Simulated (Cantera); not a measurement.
# Low-pressure radical oxidation in H2/O2

An isothermal, constant-pressure homogeneous reactor starts with 8.34 % H2, 91.7 % O2, at 1450 K and 29.3 Torr.

Detailed kinetics in Cantera: the H2/O2 subset of GRI-Mech 3.0, which has no nitrogen chemistry. Radical loss at walls, strong at low pressure, is not modelled. The temperature is held fixed by assumption; the heat of reaction is taken as removed at once.

```tsv
t (s)	x H2	x O2	x HO2	x OH	x H2O2	x H2O
1.00e-5	0.0834	0.917	1.02e-7	4.86e-8	6.23e-11	1.89e-8
3.78e-5	0.0834	0.917	3.86e-7	6.01e-7	8.56e-10	7.68e-7
0.000143	0.0827	0.916	1.99e-6	0.000251	1.12e-8	0.000471
0.000541	0.00212	0.852	7.48e-6	0.0101	2.06e-7	0.0702
0.00205	0.00174	0.864	7.18e-6	0.00923	2.00e-7	0.0735
0.00775	0.000880	0.889	5.75e-6	0.00665	1.66e-7	0.0801
0.0293	0.000165	0.908	2.36e-6	0.00291	8.21e-8	0.0851
0.111	1.72e-5	0.912	4.50e-7	0.000943	2.42e-8	0.0865
0.419	2.15e-6	0.913	1.40e-7	0.000334	6.34e-9	0.0869
1.59	5.29e-7	0.913	1.58e-7	0.000166	2.73e-9	0.0870
6.00	4.40e-7	0.913	1.67e-7	0.000152	2.53e-9	0.0870
```
x: mole fraction; the columns are a selection and need not sum to one.

Equilibrium at this temperature and pressure: H2 4.40e-7, O2 0.913, HO2 1.67e-7, OH 0.000152, H2O2 2.53e-9, H2O 0.0870 (gas phase only).
